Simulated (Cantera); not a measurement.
Cantera with NASA thermochemical tables; ideal gases at 1 bar, condensed phases pure. Values are per mole of reaction as written; species without (g) are pure solids or liquids, kept so even where they would boil at 1 bar.

2 Fe(OH)2 → 3 H(g) + Fe2O3 + OH(g), with ΔH° = 1016.1 kJ and ΔS° = 439.6 J/K at 300 K.

How far is the shortcut ΔG° ≈ ΔH°(300 K) − T·ΔS°(300 K) from the full temperature-dependent value at 550, 625, 700, 775, 850, 925, 1000, 1075, 1150, 1225, 1300 K?


```csv
T (K),shortcut (kJ),full (kJ),difference (kJ),difference in log10 K
550,774.4,773.8,0.6,-0.05
625,741.4,740.5,0.9,-0.08
700,708.5,707.0,1.4,-0.11
775,675.5,673.4,2.0,-0.14
850,642.5,639.8,2.8,-0.17
925,609.6,606.0,3.6,-0.20
1000,576.6,572.1,4.4,-0.23
1075,543.6,538.3,5.3,-0.26
1150,510.7,504.5,6.1,-0.28
1225,477.7,470.8,6.9,-0.29
1300,444.7,437.1,7.6,-0.31
```
The shortcut ignores the heat-capacity change of the reaction.
